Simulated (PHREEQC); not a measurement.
Consider water at 21 °C with 0.004 mol/kgw CaCl2 and 0.021 mol/kgw Na2HPO4. Closed to the air; pH follows from the charge balance.

Equilibrium calculation in PHREEQC: ion-association model, phreeqc.dat.

| quantity | before | after |
|---|---|---|
| pH | 8.23 | 7.05 |
| ionic strength (mol/kgw) | 0.0617 | 0.0120 |
| Ca+2 (mol/kgw) | 0.00117 | 0.00400 |
| CaOH+ (mol/kgw) | 1.81e-8 | 5.41e-9 |

Problem. Which change was made?
(A) Na2HPO4 from 0.021 to 0.042 mol/kgw
(B) temperature from 21 to 75 °C
(C) Na2HPO4 left out
(D) CaCl2 from 0.004 to 0.0036 mol/kgw
(E) CaCl2 from 0.004 to 0.002 mol/kgw

Solution. C, Na2HPO4 left out

Precipitation was switched off in this run. Some of these states are supersaturated (in Hydroxyapatite, for instance).
